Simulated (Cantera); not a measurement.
Feed: 1 mol Si, 0.11 mol H2O, 1 mol N2, equilibrated at 0.0225 Torr.

Cantera equilibrium calculation (NASA polynomials, part measured and part estimated; ideal gas, pure solids and liquids). Candidate condensed phases: H2O, Si, SiO2, Si2N2O, Si3N4; 35 gas species. N2 is the only nitrogen source here; it is nearly inert below about 1500 K, so the nitride shown seldom forms there in practice. Mutual solubility and eutectic melting of coexisting phases are not modelled. Equilibrium is a limit: real reactors are often held back by kinetics, nucleation or transport.

What share of the Si ends up in condensed phases as a function of T (K), at 975, 1075, 1175, 1275, 1375, 1475, 1575, 1675, 1775?


```tsv
T (K)	Si condensed (%)	as
975	100.0	Si2N2O(s) + Si3N4(s)
1075	100.0	Si2N2O(s) + Si3N4(s)
1175	100.0	Si2N2O(s) + Si3N4(s)
1275	100.0	Si2N2O(s) + Si3N4(s)
1375	100.0	Si2N2O(s) + Si3N4(s)
1475	98.2	Si(s) + Si2N2O(s)
1575	88.8	Si(s)
1675	87.2	Si(s)
1775	79.0	Si(l)
```
